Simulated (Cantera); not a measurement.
Input: 1 mol TiCl4, 0.28 mol C3H8, 10 mol H2, at 4.60 mbar.

Method: chemical equilibrium by Gibbs-energy minimisation in Cantera with the NASA 1993 tables (ideal gas, pure condensed phases). Candidate condensed phases: C, C6H6, C7H8, C8H18, Ti, TiC, TiCl2, TiCl3, TiCl4; 96 gas species. The tables' values for TiCl2 are old estimates; treat these amounts as uncertain. TiC: taken at fixed stoichiometry. Rates play no part.

x: gas mole fraction; n: condensed amount in mol.

```
T (K)   x H2  x HCl  x TiCl3       x H  x TiCl4  n TiC(s)
-----  -----  -----  -------  --------  -------  --------
1275   0.721  0.267  0.00882   9.23e-6      [?]     0.840
1325   0.720  0.268  0.00979   2.05e-5      [?]     0.840
1375   0.719  0.268   0.0105   4.28e-5      [?]     0.840
1425   0.719  0.269   0.0109   8.53e-5      [?]     0.840
1475   0.718  0.269   0.0111  0.000162      [?]     0.840
1525   0.718  0.270   0.0112  0.000295      [?]     0.840
1575   0.717  0.270   0.0111  0.000519      [?]     0.840
1625   0.716  0.270   0.0108  0.000880      [?]     0.840
1675   0.715  0.270   0.0104   0.00145      [?]     0.840
1725   0.714  0.271  0.00974   0.00231      [?]     0.840
1775   0.712  0.271  0.00894   0.00360      [?]     0.840
```

### Question
Some entries are withheld; supply them.

### Answer

- 1275, x TiCl4: 0.00346
- 1325, x TiCl4: 0.00246
- 1375, x TiCl4: 0.00175
- 1425, x TiCl4: 0.00124
- 1475, x TiCl4: 0.000887
- 1525, x TiCl4: 0.000640
- 1575, x TiCl4: 0.000465
- 1625, x TiCl4: 0.000339
- 1675, x TiCl4: 0.000247
- 1725, x TiCl4: 0.000179
- 1775, x TiCl4: 0.000129
